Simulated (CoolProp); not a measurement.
Aqueous sodium chloride as a coolant, 8 % by mass, freezing at -5.1 °C, 1 atm.

Model: Melinder's fits for secondary coolants, in CoolProp.

| T (°C) | density (kg/m³) | viscosity (mPa s) | cp (kJ/(kg K)) | Prandtl number |
|---|---|---|---|---|
| -3.2 | 1062 | 2.21 | 3.765 | [?] |
| 3.6 | 1060 | [?] | 3.776 | [?] |
| 10.4 | 1059 | [?] | [?] | [?] |
| 17.2 | [?] | 1.23 | 3.796 | [?] |
| 24 | 1054 | 1.05 | 3.805 | 6.66 |
| 30.8 | 1052 | 0.907 | 3.814 | 5.69 |

**Question.** What belongs in the gaps?

**Answer.** 
- -3.2, Prandtl number: 15.1
- 3.6, viscosity (mPa s): 1.78
- 3.6, Prandtl number: 11.9
- 10.4, viscosity (mPa s): 1.47
- 10.4, cp (kJ/(kg K)): 3.786
- 10.4, Prandtl number: 9.65
- 17.2, density (kg/m³): 1057
- 17.2, Prandtl number: 7.95
